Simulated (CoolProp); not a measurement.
n-undecane along the isobar 40.4 bar: fugacity coefficient from the reference equation and from simpler models built on Tc = 638.8 K, pc = 19.90 bar, ω = 0.539; each cubic takes its own stable root.

Computed with CoolProp (reference Helmholtz-energy equation of state, Aleksandrov 2011). It is a short technical equation, of lower accuracy than the large ones.

```csv
T (K),phase,reference,Redlich-Kwong,Soave-Redlich-Kwong,Peng-Robinson
335.8,liquid,0.0002345,0.003207,0.0002363,0.0002561
357.6,liquid,0.0007249,0.006756,0.0007342,0.0007713
379.3,liquid,0.001894,0.01270,0.001936,0.001984
401.1,liquid,0.004347,0.02189,0.004491,0.004512
422.8,liquid,0.008894,0.03497,0.009298,0.009198
444.6,liquid,0.01663,0.05265,0.01759,0.01719
466.3,liquid,0.02866,0.07514,0.03067,0.02969
488.1,liquid,0.04630,0.1028,0.05006,0.04810
509.9,liquid,0.07056,0.1355,0.07698,0.07358
```
